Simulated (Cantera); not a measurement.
**Diamond growth**

A diamond (100) surface in a fixed gas of H2 with x(CH4) = 0.0083, x(CH3) = 0.00053, at 1173 K, 18000 Pa; coverages are run to steady state.

Detailed kinetics in Cantera: the Harris–Goodwin 1993 mechanism for the reconstructed diamond (100) surface.

```
x(H)     growth (µm/h)  θ c6HH  θ c6H*  θ c6*H   θ c6**   θ c6HM
-------  -------------  ------  ------  ------  -------  -------
0.0001            2.64   0.578  0.0249   0.336  0.00382   0.0312
0.0002            5.94   0.514  0.0284   0.384  0.00726   0.0368
0.00038           11.5   0.476  0.0305   0.412   0.0114   0.0398
0.00075           21.2   0.454  0.0318   0.430   0.0160   0.0394
0.0015            35.3   0.445  0.0329   0.443   0.0200   0.0345
0.0029            51.3   0.444  0.0337   0.454   0.0228   0.0267
0.0056            66.6   0.447  0.0345   0.464   0.0248   0.0182
0.011             78.9   0.450  0.0353   0.470   0.0261   0.0111
0.021             86.9   0.452  0.0360   0.474   0.0269  0.00644
```
θ: site fractions in the mechanism's names (c6HH fully hydrogenated, c6H* and c6*H radical sites, c6** diradical, c6HM methylated).
